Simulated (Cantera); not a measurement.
A closed system holds: 1 mol SiHCl3, 9.6 mol N2, at 2.85 Torr.

Equilibrium computed with Cantera from the NASA thermochemical tables; the gas is ideal and each condensed phase is pure. Candidate condensed phases: NH4Cl, Si, Si3N4; 28 gas species. N2 is the only nitrogen source here; it is nearly inert below about 1500 K, so the nitride shown seldom forms there in practice. The tables' values for SiCl3, SiCl are old estimates; treat these amounts as uncertain. Equilibrium is a limit: real reactors are often held back by kinetics, nucleation or transport.

x: gas mole fraction; n: condensed amount in mol.

```csv
T (K),x N2,x SiCl2,x HCl,x SiCl4,x Cl,x SiCl3,n Si3N4(s)
1250,0.861,0.00387,0.0823,0.0431,7.78e-6,0.00483,0.146
1350,0.852,0.0228,0.0801,0.0281,3.55e-5,0.0113,0.105
1450,0.838,…,0.0721,…,…,0.0112,…
1550,0.833,0.0765,0.0738,0.00229,0.000376,0.00793,0
1650,0.830,0.0796,0.0774,0.000954,0.00133,0.00588,0
1750,0.828,0.0819,0.0781,0.000340,0.00361,0.00396,0
1850,0.825,0.0833,0.0762,…,…,0.00235,0
1950,0.822,0.0835,0.0722,2.61e-5,0.0130,0.00132,0
```

Problem. Fill in the missing entries.

Solution. 
- 1450, x SiCl2: 0.0639
- 1450, x SiCl4: 0.00723
- 1450, x Cl: 0.000103
- 1450, n Si3N4(s): 0.0197
- 1850, x SiCl4: 9.80e-5
- 1850, x Cl: 0.00747
